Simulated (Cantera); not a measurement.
Input (Python, Cantera):

```python
import numpy as np
import cantera as ct

gas = ct.Solution("gri30.yaml")
gas.TPX = 1323, 2666, {'N2O': 1, 'N2': 5.2}
reactor = ct.IdealGasConstPressureReactor(gas, energy="off", clone=False)
net = ct.ReactorNet([reactor])
net.rtol, net.atol = 1e-08, 1e-18
show = ['N2O', 'NO', 'O', 'N2', 'NO2']
times = np.geomspace(0.0002, 8, 14)

steps = ct.SolutionArray(gas, extra=["t"])
rows = []
print(f"{'t/s':>10s}{'T/K':>9s}{'P/Pa':>11s}" + "".join(f"{s:>11s}" for s in show))
for t in times:
    while net.time < t:
        t_next = net.step()
        steps.append(gas.state, t=t_next)
    rows.append([np.interp(t, steps.t, y) for y in (steps.T, steps.P, *steps(*show).X.T)])
    print(f"{t:10.3e}{rows[-1][0]:9.1f}{rows[-1][1]:11.4g}" + "".join(f"{x:11.3e}" for x in rows[-1][2:]))
rate = np.gradient(steps.T, steps.t)
print("integrator steps:", len(steps.t))
if steps.T.max() > steps.T[0] + 200:
    print(f"time of steepest temperature rise: {steps.t[rate.argmax()]:.4e} s")
gas.TPX = 1323, 2666, {'N2O': 1, 'N2': 5.2}
gas.equilibrate("TP")
print(f"equilibrium (TP): T = {gas.T:.1f} K  " + "  ".join(f"{s} {gas[s].X[0]:.3e}" for s in show))
```

It prints:

```
       t/s      T/K       P/Pa        N2O         NO          O         N2        NO2
 2.000e-04   1323.0       2666  1.613e-01  6.962e-08  1.971e-06  8.387e-01  1.789e-15
 4.519e-04   1323.0       2666  1.613e-01  3.261e-07  3.923e-06  8.387e-01  3.890e-14
 1.021e-03   1323.0       2666  1.613e-01  1.392e-06  6.807e-06  8.387e-01  7.048e-13
 2.307e-03   1323.0       2666  1.612e-01  5.056e-06  9.386e-06  8.387e-01  9.248e-12
 5.213e-03   1323.0       2666  1.612e-01  1.492e-05  1.022e-05  8.388e-01  7.973e-11
 1.178e-02   1323.0       2666  1.610e-01  3.778e-05  1.026e-05  8.388e-01  5.000e-10
 2.661e-02   1323.0       2666  1.607e-01  8.938e-05  1.026e-05  8.390e-01  2.663e-09
 6.013e-02   1323.0       2666  1.599e-01  2.055e-04  1.026e-05  8.394e-01  1.264e-08
 1.359e-01   1323.0       2666  1.581e-01  4.656e-04  1.026e-05  8.402e-01  5.211e-08
 3.070e-01   1323.0       2666  1.542e-01  1.042e-03  1.026e-05  8.420e-01  1.755e-07
 6.935e-01   1323.0       2666  1.458e-01  2.288e-03  1.025e-05  8.459e-01  4.759e-07
 1.567e+00   1323.0       2666  1.284e-01  4.840e-03  1.024e-05  8.539e-01  1.112e-06
 3.541e+00   1323.0       2666  9.686e-02  9.485e-03  1.019e-05  8.686e-01  2.319e-06
 8.000e+00   1323.0       2666  5.197e-02  1.606e-02  1.004e-05  8.894e-01  4.147e-06
integrator steps: 579
equilibrium (TP): T = 1323.0 K  N2O 3.452e-09  NO 2.975e-04  O 4.475e-07  N2 9.252e-01  NO2 2.852e-07
```

Detailed kinetics in Cantera: GRI-Mech 3.0 (53 species, 325 reactions). GRI-Mech 3.0 was tuned for natural gas; its chemistry of N2O as a main component is partial and can be far from experiment. Radical loss at walls, strong at low pressure, is not modelled. The mechanism lacks the step 2 NO + O2 → 2 NO2, which can matter for NO2 below about 1400 K. The temperature is held fixed by assumption; the heat of reaction is taken as removed at once.
